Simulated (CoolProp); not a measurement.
Aqueous calcium chloride as a coolant, at 16 °C, 1 atm.

Model: Melinder's fits for secondary coolants, in CoolProp.

| mass % | freezing point (°C) | conductivity (W/(m K)) | density (kg/m³) | Prandtl number | viscosity (mPa s) |
|---|---|---|---|---|---|
| 3.6 | -1.7 | 0.588 | 1028 | 8.18 | 1.21 |
| 6.4 | -3.2 | 0.585 | 1053 | 8.44 | 1.30 |
| 9.2 | -5.2 | 0.581 | 1079 | 8.75 | 1.40 |
| 12 | -7.7 | 0.578 | 1105 | 9.17 | 1.52 |
| 14.8 | -10.8 | 0.575 | 1132 | 9.75 | 1.68 |
| 17.5 | -14.4 | 0.572 | 1158 | 10.5 | 1.87 |
| 20.3 | -18.8 | 0.568 | 1185 | 11.6 | 2.13 |
| 23.1 | -24.3 | 0.565 | 1212 | 13.0 | 2.46 |
| 25.9 | -31.7 | 0.561 | 1240 | 14.8 | 2.88 |
